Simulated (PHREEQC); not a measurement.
Na2CO3 is added in steps, without added water, to 1 kg of water holding 0.11 mol/kgw KBr, 0.0033 mol/kgw NH4HF2 and 0.00032 mol/kgw NaOH, at 25 °C. Oxygen is held at 0.21 atm. CO2 from the air is kept out. Solids allowed: Nahcolite, Natron. Others were left out.

Base run: PHREEQC, ion-association model, wateq4f.dat. Each further column changes one thing. The table gives pH.

```json
[
 {"Na2CO3 added (mol)": "0", "base": "3.30", "0.072 mol/kgw NaHCO3 added": "7.51", "NH4HF2 from 0.0033 to 0.0165 mol/kgw": "3.13", "NaOH from 0.00032 to 6.4e-05 mol/kgw": "3.25", "no solid may form": "3.30"},
 {"Na2CO3 added (mol)": "0.001625", "base": "5.57", "0.072 mol/kgw NaHCO3 added": "7.74", "NH4HF2 from 0.0033 to 0.0165 mol/kgw": "3.30", "NaOH from 0.00032 to 6.4e-05 mol/kgw": "5.02", "no solid may form": "5.57"},
 {"Na2CO3 added (mol)": "0.00325", "base": "8.25", "0.072 mol/kgw NaHCO3 added": "8.02", "NH4HF2 from 0.0033 to 0.0165 mol/kgw": "3.48", "NaOH from 0.00032 to 6.4e-05 mol/kgw": "7.77", "no solid may form": "8.25"},
 {"Na2CO3 added (mol)": "0.004875", "base": "9.14", "0.072 mol/kgw NaHCO3 added": "8.28", "NH4HF2 from 0.0033 to 0.0165 mol/kgw": "3.71", "NaOH from 0.00032 to 6.4e-05 mol/kgw": "9.06", "no solid may form": "9.14"},
 {"Na2CO3 added (mol)": "0.0065", "base": "9.48", "0.072 mol/kgw NaHCO3 added": "8.47", "NH4HF2 from 0.0033 to 0.0165 mol/kgw": "4.06", "NaOH from 0.00032 to 6.4e-05 mol/kgw": "9.42", "no solid may form": "9.48"},
 {"Na2CO3 added (mol)": "0.008125", "base": "9.68", "0.072 mol/kgw NaHCO3 added": "8.61", "NH4HF2 from 0.0033 to 0.0165 mol/kgw": "5.01", "NaOH from 0.00032 to 6.4e-05 mol/kgw": "9.64", "no solid may form": "9.68"},
 {"Na2CO3 added (mol)": "0.00975", "base": "9.82", "0.072 mol/kgw NaHCO3 added": "8.71", "NH4HF2 from 0.0033 to 0.0165 mol/kgw": "5.94", "NaOH from 0.00032 to 6.4e-05 mol/kgw": "9.79", "no solid may form": "9.82"},
 {"Na2CO3 added (mol)": "0.01137", "base": "9.93", "0.072 mol/kgw NaHCO3 added": "8.79", "NH4HF2 from 0.0033 to 0.0165 mol/kgw": "6.35", "NaOH from 0.00032 to 6.4e-05 mol/kgw": "9.90", "no solid may form": "9.93"},
 {"Na2CO3 added (mol)": "0.013", "base": "10.01", "0.072 mol/kgw NaHCO3 added": "8.86", "NH4HF2 from 0.0033 to 0.0165 mol/kgw": "6.70", "NaOH from 0.00032 to 6.4e-05 mol/kgw": "9.99", "no solid may form": "10.01"}
]
```

 Carbamate, which ammonia and carbonate form, is missing from the database.
